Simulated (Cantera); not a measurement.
Feed: 1 mol MgCO₃, 1.6 mol SO₃, 0.041 mol CO₂, at 750 Torr.

Method: chemical equilibrium by Gibbs-energy minimisation in Cantera with the NASA 1993 tables (ideal gas, pure condensed phases). Candidate condensed phases: C, Mg, MgCO₃, MgO, MgS, MgSO₄, S; 26 gas species. Equilibrium is a limit: real reactors are often held back by kinetics, nucleation or transport. All values below are at 1477 °C.

Base state: SO₂ 0.463, CO₂ 0.303, O₂ 0.231, SO₃ 0.00280, CO 7.60e-5, O 3.60e-5, SO 1.07e-5 (mole fractions); condensed: MgO(s).

Question: What changes in the equilibrium state with this change: MgCO₃ replaced by Fe₂O₃?

Answer: 
| species | before | after |
|---|---|---|
| SO₂ | 0.463 | 0.610 |
| O₂ | 0.231 | 0.369 |
| CO₂ | 0.303 | 0.0158 |
| CO | 7.60e-5 | 3.13e-6 |
| SO₃ | 0.00280 | 0.00467 |
| O | 3.60e-5 | 4.55e-5 |
| MgO(s), mol | 1.00 | 0 |
| Fe₃O₄(s), mol | 0 | 0.667 |
Further candidate phases: Fe, Fe(CO)₅, FeO, FeS, FeSO₄, FeS₂, Fe₂O₃, Fe₂(SO₄)₃, Fe₃O₄.
